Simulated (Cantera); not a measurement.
Input: 1 mol CO₂, 0.017 mol SO₂, 0.076 mol O₂, at 2275 K and 29.0 Pa.

Equilibrium computed with Cantera from the NASA thermochemical tables; the gas is ideal and each condensed phase is pure. Equilibrium is a limit: real reactors are often held back by kinetics, nucleation or transport.

```csv
species,before,after
CO,0.390,0.383
CO₂,0.294,0.287
O₂,0.193,0.190
SO₂,0.00981,0.0259
O,0.111,0.110
S,8.71e-5,0.000234
SO,0.00174,0.00464
```
Gas species are given as mole fractions.

Question: Which change was made?
(A) pressure from 29.0 Pa to 1.00 bar
(B) temperature from 2275 K to 1923 K
(C) SO₂ from 0.017 to 0.046 mol
(D) pressure from 29.0 Pa to 0.133 bar

Answer: C, SO₂ from 0.017 to 0.046 mol
